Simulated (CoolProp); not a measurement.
Vapour-liquid equilibrium of propylene (1) + R114 (2) at 53.35 °C; x and y are mole fractions of (1).

Model: multi-fluid Helmholtz-energy mixture model, Lemmon 2013 and Platzer 1990; pair parameters Bell 2016, in CoolProp. This equation is an older, rougher fit; its heat capacities, sound speeds and derivatives of the liquid may be far off and weren't checked against measurements.

| x | bubble pressure, mixture model (kPa) | bubble pressure, Raoult's law (kPa) | y, mixture model | y, Raoult's law |
|---|---|---|---|---|
| 0.05 | 586.5 | 574.3 | 0.185 | 0.192 |
| 0.15 | 783.4 | 745.9 | 0.422 | 0.443 |
| 0.25 | 975.3 | 917.5 | 0.565 | 0.601 |
| 0.35 | 1158 | 1089 | 0.661 | 0.708 |
| 0.45 | 1330 | 1261 | 0.732 | 0.787 |
| 0.55 | 1492 | 1432 | 0.788 | 0.847 |
| 0.65 | 1649 | 1604 | 0.836 | 0.893 |
| 0.75 | 1804 | 1776 | 0.881 | 0.931 |
| 0.85 | 1960 | 1947 | 0.926 | 0.962 |
| 0.95 | 2122 | 2119 | 0.974 | 0.988 |

The largest gap from Raoult's law is +6.3 % in bubble pressure, at x = 0.35. No azeotrope shows between x = 0.05 and 0.95.

The pair parameters rest on a limited set of measurements; away from them the model extrapolates.
